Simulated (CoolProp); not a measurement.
Vapour-liquid equilibrium of C3F8 (R218) (1) + c-C4F8 (RC318) (2) at 262.6 K; x and y are mole fractions of (1).

Computed with CoolProp (multi-fluid Helmholtz-energy mixture model, Lemmon 2006 and Platzer 1990; pair parameters Bell 2016). This equation is an older, rougher fit; its heat capacities, sound speeds and derivatives of the liquid may be far off and weren't checked against measurements.

Problem. Give the bubble pressure and the first vapour's composition at x = 0.15, 0.55, 0.65. Is there an azeotrope?

Solution. x = 0.15: 0.09502 MPa, y = 0.263; x = 0.55: 0.1702 MPa, y = 0.812; x = 0.65: 0.1960 MPa, y = 0.879. No azeotrope shows between x = 0.05 and 0.95.

Pair parameters are fitted to limited data, so mixtures are less certain than the pure fluids.
